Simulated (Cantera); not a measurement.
A perfectly stirred reactor is fed with 50.5 % NH3, 49.5 % N2, at 1.00 bar; it is held at 2075 K, and followed from long to short residence time.

Cantera simulation using the gas-phase N/H chemistry of the illustrative SiF4/NH3 mechanism in the Surface Chemkin manual (1991); the numbers are that mechanism's predictions, not measurements. Walls and surfaces, which speed up NH3 decomposition in real reactors, are not modelled.

**Question.** Predict: x(NH3) at τ = 7.00 s; x(H) at τ = 7.00 s; x(NH) at τ = 7.00 s; x(H2) at τ = 7.00 s; x(NH3) at τ = 19.0 ms; x(N2H4) at τ = 19.0 ms; x(H) at τ = 19.0 ms; x(NH) at τ = 19.0 ms; x(H2) at τ = 19.0 ms.

**Answer.** 
| Item | Result |
|---|---|
| x(NH3) at τ = 7.00 s | 0.00223 |
| x(H) at τ = 7.00 s | 0.00171 |
| x(NH) at τ = 7.00 s | 2.31e-6 |
| x(H2) at τ = 7.00 s | 0.500 |
| x(NH3) at τ = 19.0 ms | 0.219 |
| x(N2H4) at τ = 19.0 ms | 1.10e-7 |
| x(H) at τ = 19.0 ms | 0.000285 |
| x(NH) at τ = 19.0 ms | 1.73e-5 |
| x(H2) at τ = 19.0 ms | 0.284 |
